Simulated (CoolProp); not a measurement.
Values from CoolProp's reference Helmholtz-energy equation of state, Rui 2013.

Problem. Give the vapour pressure (bar), vapour density (kg/m³), enthalpy of vaporisation (kJ/kg), liquid cp (kJ/(kg K)) of saturated R236EA at 66.35 °C.

Solution. 
```csv
T (°C),p (bar),vapour density (kg/m³),enthalpy of vaporisation (kJ/kg),liquid cp (kJ/(kg K))
66.35,7.13,46.4,131,1.36
```
